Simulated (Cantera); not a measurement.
Source: NASA polynomial tables (part measured, part estimated), evaluated in Cantera. Values are per mole of reaction as written; species without (g) are pure solids or liquids, kept so even where they would boil at 1 bar.

Problem. Between 300 and 2748 K, where is each reaction favourable under standard conditions?
- 3 H2(g) + 2 BN = 2 B + 2 NH3(g)

Solution. 
- 3 H2(g) + 2 BN = 2 B + 2 NH3(g): ΔG° is 417 kJ at 300 K and 539 kJ at 2748 K; it stays positive (K < 1). ΔH° is 491 kJ and ΔS° -18 J/K at 2748 K.
